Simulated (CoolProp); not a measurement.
Properties of C3F8 (R218) at several states (Tc = 71.9 °C, pc = 2.640 MPa, ω = 0.317).

Computed with CoolProp (reference Helmholtz-energy equation of state, Lemmon 2006). It is a short technical equation, of lower accuracy than the large ones.

```json
[
 {"T (°C)": "-28.65", "p (MPa)": "0.348", "phase": "liquid", "density (kg/m³)": "1580", "Joule-Thomson coefficient (K/MPa)": "-0.2373", "isothermal compressibility (1/MPa)": "0.003483", "expansivity (1/kK)": "2.567"},
 {"T (°C)": "30.65", "p (MPa)": "5.58", "phase": "liquid", "density (kg/m³)": "1361", "Joule-Thomson coefficient (K/MPa)": "0.05283", "isothermal compressibility (1/MPa)": "0.008855", "expansivity (1/kK)": "3.556"},
 {"T (°C)": "-2.45", "p (MPa)": "3.1", "phase": "liquid", "density (kg/m³)": "1489", "Joule-Thomson coefficient (K/MPa)": "-0.1377", "isothermal compressibility (1/MPa)": "0.005097", "expansivity (1/kK)": "2.903"},
 {"T (°C)": "-65.85", "p (MPa)": "0.0596", "phase": "liquid", "density (kg/m³)": "1720", "Joule-Thomson coefficient (K/MPa)": "-0.3589", "isothermal compressibility (1/MPa)": "0.001890", "expansivity (1/kK)": "2.099"},
 {"T (°C)": "-27.75", "p (MPa)": "0.0167", "phase": "gas", "density (kg/m³)": "1.550", "Joule-Thomson coefficient (K/MPa)": "25.44", "isothermal compressibility (1/MPa)": "60.31", "expansivity (1/kK)": "4.188"}
]
```
